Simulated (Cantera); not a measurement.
Mixture: CH₄ : O₂ : N₂ = 1 : 1.05 : 3.26 (molar parts), equivalence ratio 1.9, at 15000 Torr, adiabatic and at constant volume. Ignition delay is the time to a rise of 400 K.

Model: GRI-Mech 3.0 (53 species, 325 reactions), integrated in Cantera. The pressure lies above the range GRI-Mech 3.0 was tuned for (to about 10 atm).

### Question
What does this change do: constant pressure in place of constant volume?

### Answer
| quantity | before | after |
|---|---|---|
| delay at 1225 K | 1.80 ms | 1.91 ms |
| delay at 1300 K | 0.767 ms | 0.826 ms |
| delay at 1375 K | 0.347 ms | 0.378 ms |
| delay at 1450 K | 0.165 ms | 0.181 ms |
| delay at 1525 K | 81.5 µs | 89.7 µs |
| delay at 1600 K | 41.7 µs | 46.1 µs |
| delay at 1675 K | 22.1 µs | 24.5 µs |
| apparent activation energy between 1525 and 1675 K | 180 kJ/mol | 180 kJ/mol |

### Question
What does this change do: pressure from 15000 Torr to 3750 Torr?

### Answer
```tsv
quantity	before	after
delay at 1225 K	1.80 ms	8.19 ms
delay at 1300 K	0.767 ms	3.23 ms
delay at 1375 K	0.347 ms	1.35 ms
delay at 1450 K	0.165 ms	0.594 ms
delay at 1525 K	81.5 µs	0.274 ms
delay at 1600 K	41.7 µs	0.133 ms
delay at 1675 K	22.1 µs	68.1 µs
apparent activation energy between 1525 and 1675 K	180 kJ/mol	200 kJ/mol
```
